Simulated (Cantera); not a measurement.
# Calcination and drying: CaCO3 + H2

Feed: 1 mol CaCO3, a varied amount of H2, at 1623.15 K and 3530 Torr.

Equilibrium computed with Cantera from the NASA thermochemical tables; the gas is ideal and each condensed phase is pure. Candidate condensed phases: C, C6H6, C7H8, C8H18, Ca, CaCO3, CaO, Ca(OH)2, H2O; 115 gas species. Equilibrium is a limit: real reactors are often held back by kinetics, nucleation or transport.

```
n(H2) (mol)  log p CO2  log p CO  log p H2O  log p H2  n CaO(s)
-----------  ---------  --------  ---------  --------  --------
0.16              0.54     -0.21      -0.21     -1.45      1.00
0.2               0.50     -0.14      -0.14     -1.27     1.000
0.24              0.47     -0.08      -0.08     -1.12     1.000
0.29              0.43     -0.02      -0.02     -0.97     1.000
0.35              0.38      0.03       0.03     -0.82     1.000
0.42              0.33      0.07       0.07     -0.68     1.000
0.51              0.26      0.11       0.11     -0.53     1.000
0.62              0.18      0.14       0.14     -0.39     1.000
0.75              0.09      0.16       0.16     -0.25     1.000
0.91             -0.01      0.17       0.17     -0.13     1.000
1.1              -0.13      0.17       0.17     -0.01     1.000
1.3              -0.24      0.17       0.17      0.08     1.000
```
log p: log10 of the partial pressure in bar; n: condensed amount in mol.

From 0.16 mol H2 to 1.3 mol H2 the condensed part is CaO(s). The main Ca-bearing gas is Ca(OH)2 throughout.
